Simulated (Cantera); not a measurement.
A closed system holds: 1 mol SiHCl₃, 12 mol N₂, held at 140000 Pa.

These are equilibrium values from Cantera (NASA tables, ideal gas, pure condensed phases), not measurements of a reactor. Candidate condensed phases: NH₄Cl, Si, Si₃N₄; 28 gas species. N₂ is the only nitrogen source here; it is nearly inert below about 1500 K, so the nitride shown seldom forms there in practice. The tables' values for SiCl₃ are old estimates; treat these amounts as uncertain. Rates play no part.

log p: log10 of the partial pressure in bar; n: condensed amount in mol.

| T (K) | log p N₂ | log p HCl | log p SiCl₄ | log p SiCl₂ | log p SiCl₃ | log p H₂ | n Si₃N₄(s) |
|---|---|---|---|---|---|---|---|
| 1023 | 0.10 | -1.09 | -1.22 | -7.01 | -4.78 | -1.89 | 0.146 |
| 1098 | 0.10 | -1.08 | -1.23 | -6.03 | -4.21 | -1.92 | 0.148 |
| 1173 | 0.10 | -1.08 | -1.23 | -5.18 | -3.70 | -1.95 | 0.149 |
| 1248 | 0.10 | -1.07 | -1.24 | -4.44 | -3.27 | -1.98 | 0.149 |
| 1323 | 0.10 | -1.06 | -1.24 | … | -2.88 | -2.00 | 0.149 |
| 1398 | 0.09 | -1.06 | -1.26 | -3.20 | -2.54 | -2.02 | 0.148 |
| 1473 | 0.09 | -1.06 | -1.28 | -2.68 | -2.25 | -2.04 | 0.144 |
| 1548 | 0.09 | -1.06 | -1.33 | -2.23 | -2.01 | -2.04 | 0.135 |
| 1623 | 0.09 | -1.07 | … | … | -1.82 | -2.04 | … |
| 1698 | 0.09 | -1.08 | -1.57 | -1.54 | -1.70 | -2.01 | 0.0872 |

Problem. Some entries are withheld; supply them.

Solution. 
- 1623, log p SiCl₄: -1.42
- 1623, log p SiCl₂: -1.85
- 1623, n Si₃N₄(s): 0.117
- 1323, log p SiCl₂: -3.78
